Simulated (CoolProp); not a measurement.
Properties of acetone at several states (Tc = 508.1 K, pc = 4692 kPa, ω = 0.307).

Computed with CoolProp (reference Helmholtz-energy equation of state, Lemmon 2006). It is a short technical equation, of lower accuracy than the large ones.

```csv
T (K),p (kPa),phase,cp (kJ/(kg K)),Joule-Thomson coefficient (K/MPa)
507.1,1120,gas,2.049,12.40
340.9,130,gas,1.606,67.32
421.5,69.9,gas,1.672,23.80
259.6,1210,liquid,2.063,-0.3902
317.3,229,liquid,2.193,-0.3103
```
